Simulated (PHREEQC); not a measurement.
0.38 g of hydrous ferric oxide (600 m²/g; 0.2 weak and 0.005 strong sites per Fe, Dzombak-Morel constants, diffuse double layer) in 1 kg of water with 0.3 mol/kgw of an inert sodium salt and 7e-05 mol/kgw Na2HAsO4 and 6.9e-06 mol/kgw ZnCl2, at 25 °C; the pH is set by adding NaOH or the inert anion's acid. Oxygen is held at 0.21 atm. CO2 from the air is kept out. Nothing may precipitate in this run.

The series has 13 steps of pH, from 4 to 10.

All values are PHREEQC results (ion-association model, wateq4f.dat), not measurements.

Near which pH is half of the Zn sorbed, and on which side is more sorbed?

Near pH 5.9, with more sorbed at higher pH.

At which pH does the surface charge pass through zero?

Near pH 7.7.

Complexes and solids missing from the database can't appear. The database has no arsenate complexes of Zn.
